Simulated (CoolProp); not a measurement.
Values from CoolProp's reference Helmholtz-energy equation of state, Aleksandrov 2011. It is a short technical equation, of lower accuracy than the large ones.

**Question.** For n-undecane, give the phase and the density (kg/m³), cp (kJ/(kg K)) at 379.3 K and 4.04 MPa; 401.1 K and 4.04 MPa; 488.1 K and 4.04 MPa.

**Answer.** 
- 379.3 K and 4.04 MPa: liquid; density 679, cp 2.51
- 401.1 K and 4.04 MPa: liquid; density 663, cp 2.59
- 488.1 K and 4.04 MPa: liquid; density 593, cp 2.94
